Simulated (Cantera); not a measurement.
Mixture: CH₄ : O₂ : N₂ = 1 : 0.952 : 6.67 (molar parts), at 0.610 bar, adiabatic and at constant pressure. Ignition delay is the time to a rise of 400 K.

Detailed kinetics in Cantera: GRI-Mech 3.0 (53 species, 325 reactions).

**Question.** What does this change do: pressure from 0.610 bar to 10.0 bar?

**Answer.** 
| quantity | before | after |
|---|---|---|
| delay at 1175 K | 0.276 s | 17.2 ms |
| delay at 1375 K | 17.7 ms | 1.80 ms |
| delay at 1575 K | 1.82 ms | 0.237 ms |
| delay at 1775 K | 0.353 ms | 40.0 µs |
| apparent activation energy between 1675 and 1875 K | 180 kJ/mol | 210 kJ/mol |
